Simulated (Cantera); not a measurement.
Mixture: CH4 : O2 : N2 = 1 : 4.76 : 17.1 (molar parts), equivalence ratio 0.42, at 15.8 atm, adiabatic and at constant pressure. Ignition delay is the time to a rise of 400 K.

Computed with Cantera and GRI-Mech 3.0 (53 species, 325 reactions). The pressure lies above the range GRI-Mech 3.0 was tuned for (to about 10 atm).

Problem. What does this change do: pressure from 15.8 atm to 0.395 atm?

Solution. 
| quantity | before | after |
|---|---|---|
| delay at 1298 K | 0.650 ms | 15.1 ms |
| delay at 1348 K | 0.383 ms | 8.23 ms |
| delay at 1398 K | 0.232 ms | 4.77 ms |
| delay at 1448 K | 0.145 ms | 2.92 ms |
| delay at 1498 K | 92.9 µs | 1.88 ms |
| delay at 1548 K | 60.9 µs | 1.26 ms |
| apparent activation energy between 1448 and 1548 K | 160 kJ/mol | 160 kJ/mol |

Problem. What does this change do: 0.088 parts H2 added?

Solution. 
| quantity | before | after |
|---|---|---|
| delay at 1298 K | 0.650 ms | 0.367 ms |
| delay at 1348 K | 0.383 ms | 0.231 ms |
| delay at 1398 K | 0.232 ms | 0.149 ms |
| delay at 1448 K | 0.145 ms | 97.9 µs |
| delay at 1498 K | 92.9 µs | 65.6 µs |
| delay at 1548 K | 60.9 µs | 44.8 µs |
| apparent activation energy between 1448 and 1548 K | 160 kJ/mol | 150 kJ/mol |

Problem. What does this change do: constant volume in place of constant pressure?

Solution. 
```csv
quantity,before,after
delay at 1298 K,0.650 ms,0.618 ms
delay at 1348 K,0.383 ms,0.363 ms
delay at 1398 K,0.232 ms,0.220 ms
delay at 1448 K,0.145 ms,0.137 ms
delay at 1498 K,92.9 µs,87.3 µs
delay at 1548 K,60.9 µs,57.1 µs
apparent activation energy between 1448 and 1548 K,160 kJ/mol,160 kJ/mol
```
